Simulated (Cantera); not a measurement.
A freely propagating, adiabatic, planar premixed flame of C3H8 : O2 : N2 = 1 : 3.33 : 12.5 (molar parts), equivalence ratio 1.5, unburnt at 675 K and 5.00 bar; mixture-averaged transport, grid criteria slope 0.08 and curve 0.16, no radiation.

Computed with Cantera and GRI-Mech 3.0 (53 species, 325 reactions). GRI-Mech 3.0 was tuned for natural gas; its chemistry of propane as a main component is partial and can be far from experiment. Burning velocities carry a grid error of a few per cent, more on coarse grids.

x: mole fraction of selected species; z is measured from the peak of heat release.

```
z (mm)   T (K)  u (m/s)    x C3H8     x O2       x H     x H2O    x HCO    x HCN
-------  -----  -------  --------  -------  --------  --------  -------  -------
-0.307     675    0.702    0.0592    0.197     <1e-8  0.000164    <1e-8    <1e-8
-0.204     680    0.711    0.0588    0.195     <1e-8         ?    <1e-8        ?
-0.153     696    0.733    0.0583    0.192     <1e-8   0.00418    <1e-8  1.67e-7
-0.102     783    0.838    0.0562    0.180   5.06e-8    0.0161    <1e-8  1.16e-6
-0.0511   1150     1.29    0.0394    0.134   7.37e-6    0.0558  2.18e-7  7.48e-6
-0.0255      ?     1.75         ?        ?         ?         ?        ?        ?
0         1862     2.23  0.000401   0.0409   0.00142     0.124  3.04e-5  3.17e-5
0.0255    2065     2.49   5.08e-7   0.0156   0.00272     0.141  1.35e-5  5.32e-5
0.0511    2151     2.60     <1e-8  0.00588   0.00308     0.146  5.95e-6  6.95e-5
0.102     2208     2.66     <1e-8  0.00101   0.00263     0.146  1.55e-6  7.96e-5
0.204     2232     2.69     <1e-8  7.41e-5   0.00174     0.144  4.10e-7  7.47e-5
0.409     2240     2.70     <1e-8  6.13e-6   0.00115     0.143  1.75e-7  6.18e-5
0.818     2243     2.70     <1e-8  2.56e-6  0.000892     0.142  1.16e-7  4.54e-5
```

Q: Some entries are withheld; supply them.

A: 
- -0.204, x H2O: 0.00123
- -0.204, x HCN: 3.08e-8
- -0.0255, T (K): 1505
- -0.0255, x C3H8: 0.0141
- -0.0255, x O2: 0.0880
- -0.0255, x H: 0.000166
- -0.0255, x H2O: 0.0907
- -0.0255, x HCO: 1.02e-5
- -0.0255, x HCN: 1.62e-5
